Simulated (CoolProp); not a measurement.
A single-stage vapour-compression cycle with ethanol: evaporating at 303.15 K (dew point), condensing at 355.15 K (bubble point), superheat 0 K, subcooling 2 K, compressor efficiency 0.9, no pressure losses. Each further row changes one setting.

Model: reference Helmholtz-energy equation of state, Schroeder 2014, in CoolProp.

| case | cooling COP | pressure ratio | discharge temperature (K) | refrigerating effect (kJ/kg) | volumetric capacity (kJ/m³) |
|---|---|---|---|---|---|
| as stated | 4.65 | 11.1 | 409.8 | 780 | 150 |
| evaporating temperature 308.15 K | 5.30 | 8.47 | … | 787 | 196 |
| condensing temperature 350.15 K | … | 9.15 | … | 795 | 153 |
| subcooling 7 K | 4.74 | 11.1 | 409.8 | 795 | 153 |
| superheat 10 K | … | 11.1 | 420.4 | 795 | 148 |
| compressor efficiency 0.8 | … | 11.1 | 420.9 | 780 | 150 |

Problem. What belongs in the gaps?

Solution. 
- evaporating temperature 308.15 K, discharge temperature (K): 403.0
- condensing temperature 350.15 K, cooling COP: 5.22
- condensing temperature 350.15 K, discharge temperature (K): 400.8
- superheat 10 K, cooling COP: 4.60
- compressor efficiency 0.8, cooling COP: 4.14
